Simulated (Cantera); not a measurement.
Input (Python, Cantera) and output of one run.

```python
import numpy as np
import cantera as ct

gas_names = """
    Cu CuO Cu2 H HO2 H2 H2O H2O2 O OH O2 O3
""".split()
cond_names = """
    Cu(cr) Cu(L) CuO(s) CuO2H2(s) Cu2O(s) Cu2O(L) H2O(s) H2O(L)
""".split()


# ... load() reads the species with a 1 bar reference pressure and builds the phases ...
atoms = {
    'CuO': {'Cu': 1, 'O': 1},
    'H2': {'H': 2},
}
top_T = {'CuO(s)': 1390}  # K; cautious upper limits of use, not melting points


# ... equilibrate(T, P, feed) seeds the gas with the atoms and calls Mixture.equilibrate('TP', solver="vcs", rtol=1e-11, max_steps=5000) ...
results = []
feed = {'CuO': 1, 'H2': 320}  # mol
T = 1273  # K
P = 1200  # Pa
mix = equilibrate(T, P, feed)
results.append((T, P, feed, dict(zip(mix.species_names, mix.species_moles))))
print(gas.report(threshold=0.0001))
for i in range(1, mix.n_phases):
    print(f"{mix.phase(i).name:16s} {mix.phase_moles(i):12.5e} mol")
```

Output:

```
       temperature   1273 K
          pressure   1200 Pa
           density   0.00023428 kg/m^3
  mean mol. weight   2.0664 kg/kmol
   phase of matter   gas

                          1 kg             1 kmol
                     ---------------   ---------------
          enthalpy        1.3729e+07        2.8369e+07  J
   internal energy        8.6067e+06        1.7785e+07  J
           entropy        1.0203e+05        2.1083e+05  J/K
    Gibbs function       -1.1615e+08       -2.4002e+08  J
 heat capacity c_p             15221             31453  J/K
 heat capacity c_v             11197             23138  J/K

                      mass frac. Y      mole frac. X     chem. pot. / RT
                     ---------------   ---------------   ---------------
                H2           0.97254           0.99686           -22.564
               H2O          0.027243          0.003125           -58.711
     [  +10 minor]        0.00021445         1.337e-05

Cu(cr)            9.97801e-01 mol
CuO(s)            0.00000e+00 mol
CuO2H2(s)         0.00000e+00 mol
Cu2O(s)           0.00000e+00 mol
```

Cantera equilibrium calculation (NASA polynomials, part measured and part estimated; ideal gas, pure solids and liquids).
